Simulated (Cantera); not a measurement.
A closed system holds: 1 mol Al, 0.2 mol Cl₂, at 1025 K and 5.40 bar.

Equilibrium computed with Cantera from the NASA thermochemical tables; the gas is ideal and each condensed phase is pure. Candidate condensed phases: Al, AlCl₃; 8 gas species. The tables' values for AlCl₂ are old estimates; treat these amounts as uncertain. The numbers say what is thermodynamically allowed, not how fast it happens.

Base state: AlCl₃ 0.768, Al₂Cl₆ 0.226, AlCl₂ 0.00404, AlCl 0.00235 (mole fractions); condensed: Al(l).

Problem. What changes in the equilibrium state with this change: pressure from 5.40 bar to 1.50 bar?

Solution. 
| species | before | after |
|---|---|---|
| AlCl₃ | 0.768 | 0.901 |
| Al₂Cl₆ | 0.226 | 0.0865 |
| AlCl₂ | 0.00404 | 0.00688 |
| AlCl | 0.00235 | 0.00582 |
| Al(l), mol | 0.866 | 0.866 |
